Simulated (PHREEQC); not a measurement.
Consider water at 56 °C with 0.0096 mol/kgw K2CO3, 0.091 mol/kgw KNO3 and 0.076 mol/kgw KH2PO4. Closed to the air; pH follows from the charge balance.

All values are PHREEQC results (ion-association model, phreeqc.dat), not measurements.

Problem. The ionic strength comes out as 0.198 mol/kgw. What activity coefficients do KHPO4-, HPO4-2, HCO3-, H+, NO3- get?

Solution. KHPO4- 0.73, HPO4-2 0.28, HCO3- 0.73, H+ 0.79, NO3- 0.68.

This is a speciation only: nothing precipitates in the calculation. Constants without temperature data keep their 25 °C values here.
